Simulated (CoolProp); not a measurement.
R404A at several states: Z from the reference equation and from simpler models built on Tc = 345.3 K, pc = 3.735 MPa, ω = 0.293; each cubic takes its own stable root.

Values from CoolProp's reference Helmholtz-energy equation of state, Lemmon 2003. It is a pseudo-pure fit of the blend.

```
T (K)  p (MPa)   phase  reference  van der Waals  Redlich-Kwong  Peng-Robinson
-----  -------  ------  ---------  -------------  -------------  -------------
215.9    0.178  liquid   0.007222         0.9563       0.008575       0.007307
409.1    0.048     gas     0.9974         0.9975         0.9973         0.9972
217.6     0.14  liquid   0.005658         0.9666       0.006721       0.005723
304.7   0.0391     gas     0.9941         0.9958         0.9949         0.9941
499.3   0.0507     gas     0.9988         0.9984         0.9985         0.9987
```

At some of these states van der Waals gives the other phase, because its saturation line lies elsewhere.
